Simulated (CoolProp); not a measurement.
The numbers come from the reference Helmholtz-energy equation of state, Wagner 2002 in CoolProp.

Problem. Give the vapour pressure (MPa), vapour density (kg/m³), surface tension (mN/m), liquid conductivity (mW/(m K)) of saturated water at 169.65, 174.15 °C.

Solution. 
| T (°C) | p (MPa) | vapour density (kg/m³) | surface tension (mN/m) | liquid conductivity (mW/(m K)) |
|---|---|---|---|---|
| 169.65 | 0.786 | 4.09 | 44.3 | 676 |
| 174.15 | 0.875 | 4.53 | 43.3 | 674 |

Thermal conductivity comes from a separate model (Huber 2012). Surface tension comes from a separate correlation (Mulero 2012).
